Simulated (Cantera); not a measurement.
A perfectly stirred reactor is fed with 48.3 % CH4, 25.1 % CO2, 26.6 % H2, at 2500000 Pa; it is held at 1675 K, and followed from long to short residence time.

Cantera simulation using GRI-Mech 3.0 (53 species, 325 reactions); the numbers are that mechanism's predictions, not measurements. GRI-Mech 3.0 stops at C3 and has no aromatics, soot or wall deposition, so with more carbon than oxygen in the feed, carbon stays in small species such as C2H2 where larger ones or solid carbon would form. The pressure lies above the range GRI-Mech 3.0 was tuned for (to about 10 atm).

Problem. Predict: x(CH4) at τ = 22.0 s; x(CO2) at τ = 22.0 s; x(H2) at τ = 22.0 s; x(CH2) at τ = 22.0 s; x(CH4) at τ = 0.130 s; x(CO2) at τ = 0.130 s; x(H2) at τ = 0.130 s; x(CH2) at τ = 0.130 s.

Solution. 
| Quantity | Value |
|---|---|
| x(CH4) at τ = 22.0 s | 0.135 |
| x(CO2) at τ = 22.0 s | 0.00175 |
| x(H2) at τ = 22.0 s | 0.518 |
| x(CH2) at τ = 22.0 s | 2.91e-9 |
| x(CH4) at τ = 0.130 s | 0.194 |
| x(CO2) at τ = 0.130 s | 0.0292 |
| x(H2) at τ = 0.130 s | 0.369 |
| x(CH2) at τ = 0.130 s | 7.80e-9 |
